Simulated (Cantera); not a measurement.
Charge: 1 mol Fe2O3, 0.059 mol SO3, 0.43 mol CO2, 0.53 mol H2S, at 798 K and 0.133 bar.

Equilibrium computed with Cantera from the NASA thermochemical tables; the gas is ideal and each condensed phase is pure. Candidate condensed phases: C, C6H6, C7H8, C8H18, Fe, Fe(CO)5, FeO, Fe(OH)2, Fe(OH)3, FeS, FeSO4, FeS2, Fe2O3, Fe2(SO4)3, Fe3O4, H2O, H2SO4, S; 127 gas species. Gases not in the tables: S3 to S7. The numbers say what is thermodynamically allowed, not how fast it happens.

Base state: H2O 0.476, CO2 0.390, SO2 0.127, H2S 0.00485, S2 0.00140, H2 0.000171, S2O 0.000102, CO 3.28e-5 (mole fractions); condensed: FeS2(s) + Fe3O4(s).

Q: What changes in the equilibrium state with this change: 0.33 mol H2 added?

A: 
```tsv
species	before	after
H2O	0.476	0.639
CO2	0.390	0.323
SO2	0.127	0.0288
S2O	0.000102	2.79e-5
H2	0.000171	0.000401
FeS2(s), mol	0.220	0.227
Fe3O4(s), mol	0.593	0.563
FeS(s), mol	0	0.0842
```
FeS: taken at fixed stoichiometry.
